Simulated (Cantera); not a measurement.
Charge: 1 mol c-C4F8, 0.9 mol CH4, equilibrated at 900 K and 10.0 Torr.

Cantera equilibrium calculation (NASA polynomials, part measured and part estimated; ideal gas, pure solids and liquids). Candidate condensed phases: C, C6H6, C7H8, C8H18; 95 gas species. The feed counts by its element totals alone. Gases not in the tables: C2F6 and larger saturated fluorocarbons. Rates play no part.

Base state: HF 0.766, CF4 0.234 (mole fractions); condensed: C(graphite).

**Question.** What changes in the equilibrium state with this change: c-C4F8 replaced by CCl4?

**Answer.** 
| species | before | after |
|---|---|---|
| HCl | 0 | 0.947 |
| Cl2 | 0 | 0.0526 |
| Cl | 0 | 0.000147 |
| HF | 0.766 | 0 |
| CF4 | 0.234 | 0 |
| C(graphite), mol | 3.80 | 1.90 |
